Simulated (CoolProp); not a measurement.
Vapour-liquid equilibrium of dimethyl carbonate (1) + cyclohexane (2) at 480.9 K; x and y are mole fractions of (1).

The numbers come from the multi-fluid Helmholtz-energy mixture model, Zhou 2011 and Zhou 2014; pair parameters Bell 2016 in CoolProp.

| x | bubble pressure (bar) | y at the bubble point | dew pressure at overall composition x (bar) | liquid density (mol/L) |
|---|---|---|---|---|
| 0.05 | 16.19 | 0.089 | 15.75 | 6.723 |
| 0.2 | 18.20 | 0.272 | 17.45 | 6.795 |
| 0.35 | 19.17 | 0.395 | 18.88 | 6.942 |
| 0.5 | 19.44 | 0.498 | 19.44 | 7.182 |
| 0.65 | 19.13 | 0.603 | 18.83 | 7.520 |
| 0.8 | 18.17 | 0.729 | 17.47 | 7.948 |
| 0.95 | 16.30 | 0.913 | 15.91 | 8.450 |

y crosses x between x = 0.35 and 0.5: the model has an azeotrope there.

Pair parameters are fitted to limited data, so mixtures are less certain than the pure fluids.
